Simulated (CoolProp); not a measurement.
R143a at 196.55 K and 0.0145 MPa is compressed adiabatically to 0.077 MPa with isentropic efficiency 0.9. Each further row changes one setting.

Values from CoolProp's reference Helmholtz-energy equation of state, Lemmon and Jacobsen 2000.

```
case             work (kJ/kg)  final temperature (K)  final density (kg/m³)
---------------  ------------  ---------------------  ---------------------
as stated                   …                  250.0                      …
efficiency 1                …                  245.3                      …
efficiency 0.65             …                      …                      …
```

Task: Some entries are withheld; supply them.

Result: 
- as stated, work (kJ/kg): 39.7
- as stated, final density (kg/m³): 3.19
- efficiency 1, work (kJ/kg): 35.7
- efficiency 1, final density (kg/m³): 3.26
- efficiency 0.65, work (kJ/kg): 55.0
- efficiency 0.65, final temperature (K): 267.5
- efficiency 0.65, final density (kg/m³): 2.97
